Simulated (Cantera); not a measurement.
Mixture: 8.77 % CH₄, 1.49 % C₂H₆, 0.605 % C₃H₈, 13.6 % O₂, 47.5 % N₂, 28.0 % H₂O, equivalence ratio 1.9, at 760 Torr, adiabatic and at constant volume. Ignition delay is the time to a rise of 400 K.

Computed with Cantera and GRI-Mech 3.0 (53 species, 325 reactions).

Question: Predict: delay at 1098 K; delay at 1173 K; delay at 1248 K; delay at 1323 K; delay at 1398 K; delay at 1473 K; apparent activation energy between 1323 and 1473 K.

Answer: 
```
Property                                                 Value
--------------------------------------------------  ----------
delay at 1098 K                                        17.0 ms
delay at 1173 K                                        7.05 ms
delay at 1248 K                                        3.14 ms
delay at 1323 K                                        1.42 ms
delay at 1398 K                                       0.661 ms
delay at 1473 K                                       0.327 ms
apparent activation energy between 1323 and 1473 K  160 kJ/mol
```
